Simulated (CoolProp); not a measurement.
Model: reference Helmholtz-energy equation of state, Lemmon 2013, in CoolProp.

**Question.** Give the vapour pressure (MPa), enthalpy of vaporisation (kJ/kg), vapour Z, liquid conductivity (mW/(m K)) of saturated propylene at 175.7 K.

**Answer.** 
```json
[
 {"T (K)": "175.7", "p (MPa)": "0.00495", "enthalpy of vaporisation (kJ/kg)": "490", "vapour Z": "0.996", "liquid conductivity (mW/(m K))": "165"}
]
```

Thermal conductivity comes from a separate model (Huber 2003), an estimate that may be off by 10 % or more.
